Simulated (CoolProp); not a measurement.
The fluid at 493.88 K and 1.48 MPa is throttled through a valve to 0.575 MPa with no heat exchange. The same conditions are run with several fluids, on thermodynamics alone (safety and materials aside).

The numbers come from the reference Helmholtz-energy equation of state of each fluid (oxygen: Schmidt 1985; n-pentane: Thol 2019; R11: Jacobsen 1992; sulfur dioxide: Gao 2016; ethane: Bücker 2006) in CoolProp.

```json
[
 {"fluid": "oxygen", "temperature change (K)": "(withheld)", "final density (kg/m³)": "(withheld)"},
 {"fluid": "n-pentane", "temperature change (K)": "(withheld)", "final density (kg/m³)": "(withheld)"},
 {"fluid": "R11", "temperature change (K)": "-9.7", "final density (kg/m³)": "20.5"},
 {"fluid": "sulfur dioxide", "temperature change (K)": "(withheld)", "final density (kg/m³)": "(withheld)"},
 {"fluid": "ethane", "temperature change (K)": "(withheld)", "final density (kg/m³)": "(withheld)"}
]
```

Problem. Complete the blanks.

Solution. 
- oxygen, temperature change (K): -0.7
- oxygen, final density (kg/m³): 4.48
- n-pentane, temperature change (K): -7.0
- n-pentane, final density (kg/m³): 10.8
- sulfur dioxide, temperature change (K): -8.1
- sulfur dioxide, final density (kg/m³): 9.27
- ethane, temperature change (K): -2.6
- ethane, final density (kg/m³): 4.27

Above 300 K oxygen's equation is extrapolated.
